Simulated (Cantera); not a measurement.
A perfectly stirred reactor is fed with CH4 : H2 = 1 : 5.2 (molar parts), at 750 Torr; it is held at 1775 K, and followed from long to short residence time.

Model: GRI-Mech 3.0 (53 species, 325 reactions), integrated in Cantera. GRI-Mech 3.0 stops at C3 and has no aromatics, soot or wall deposition, so with more carbon than oxygen in the feed, carbon stays in small species such as C2H2 where larger ones or solid carbon would form.

x: mole fraction; the columns are a selection and need not sum to one.

```json
[
 {"τ (s)": "13", "x CH4": "0.0158", "x H2": "0.921", "x C2H": "1.46e-7", "x CH2": "3.23e-8", "x C2H4": "0.00156", "x CH3": "9.68e-5", "x C2H2": "0.0611"},
 {"τ (s)": "3.6", "x CH4": "0.0172", "x H2": "0.920", "x C2H": "1.44e-7", "x CH2": "3.48e-8", "x C2H4": "0.00155", "x CH3": "0.000105", "x C2H2": "0.0605"},
 {"τ (s)": "1.0", "x CH4": "0.0213", "x H2": "0.918", "x C2H": "1.39e-7", "x CH2": "[?]", "x C2H4": "0.00151", "x CH3": "0.000129", "x C2H2": "0.0588"},
 {"τ (s)": "0.28", "x CH4": "0.0315", "x H2": "0.912", "x C2H": "1.27e-7", "x CH2": "[?]", "x C2H4": "0.00142", "x CH3": "0.000188", "x C2H2": "0.0545"},
 {"τ (s)": "0.080", "x CH4": "0.0511", "x H2": "0.901", "x C2H": "1.05e-7", "x CH2": "[?]", "x C2H4": "0.00129", "x CH3": "0.000299", "x C2H2": "0.0461"},
 {"τ (s)": "0.023", "x CH4": "0.0813", "x H2": "0.884", "x C2H": "7.35e-8", "x CH2": "[?]", "x C2H4": "0.00116", "x CH3": "0.000463", "x C2H2": "0.0331"},
 {"τ (s)": "0.0064", "x CH4": "0.117", "x H2": "0.863", "x C2H": "3.82e-8", "x CH2": "[?]", "x C2H4": "0.00111", "x CH3": "0.000647", "x C2H2": "0.0177"}
]
```

### Question
What belongs in the gaps?

### Answer

- 1.0, x CH2: 4.21e-8
- 0.28, x CH2: 5.94e-8
- 0.080, x CH2: 9.00e-8
- 0.023, x CH2: 1.32e-7
- 0.0064, x CH2: 1.75e-7
